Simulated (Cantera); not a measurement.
A closed system holds: 1 mol AlN, 0.11 mol Cl2, 5.9 mol N2, at 100000 Pa.

Equilibrium computed with Cantera from the NASA thermochemical tables; the gas is ideal and each condensed phase is pure. Candidate condensed phases: Al, AlCl3, AlN; 11 gas species. The tables' values for AlCl2 are old estimates; treat these amounts as uncertain. Equilibrium is a limit: real reactors are often held back by kinetics, nucleation or transport. All values below are at 1400 K.

Base state: N2 0.988, AlCl3 0.0121, AlCl2 9.18e-5 (mole fractions); condensed: AlN(s).

Task: What changes in the equilibrium state with this change: Cl2 from 0.11 to 0.19 mol?

Result: 
```
species       before     after
-----------  -------  --------
N2             0.988     0.979
AlCl3         0.0121    0.0207
AlCl2        9.18e-5  0.000131
AlN(s), mol    0.926     0.873
```
